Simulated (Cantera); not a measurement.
An isothermal, constant-pressure homogeneous reactor starts with NH₃ : H₂ = 1 : 8.9 (molar parts), at 2375 K and 0.260 bar. Integrator tolerance rtol = 1e-08.

Model: the gas-phase N/H chemistry of the illustrative SiF4/NH3 mechanism in the Surface Chemkin manual (1991), integrated in Cantera. Walls and surfaces, which speed up NH3 decomposition in real reactors, are not modelled.

Question: What does this change do: temperature 2375 to 1625 K?

Answer: 
```tsv
quantity	before	after
x(NH₃) at 20.0 s	5.92e-7 (gas-phase equilibrium 5.92e-7)	0.0657 (gas-phase equilibrium 2.24e-6)
x(H₂) at 20.0 s	0.928 (gas-phase equilibrium 0.928)	0.918 (gas-phase equilibrium 0.954)
x(NH) at 20.0 s	3.19e-8 (gas-phase equilibrium 3.19e-8)	1.41e-7 (gas-phase equilibrium 7.72e-12)
x(H) at 20.0 s	0.0268 (gas-phase equilibrium 0.0268)	0.000104 (gas-phase equilibrium 0.000136)
x(N₂H₂) at 20.0 s	<1e-12 (gas-phase equilibrium <1e-12)	1.32e-8 (gas-phase equilibrium <1e-12)
x(N) at 20.0 s	3.59e-8 (gas-phase equilibrium 3.59e-8)	6.99e-9 (gas-phase equilibrium <1e-12)
x(N₂H₄) at 20.0 s	<1e-12 (gas-phase equilibrium <1e-12)	1.69e-9 (gas-phase equilibrium <1e-12)
```
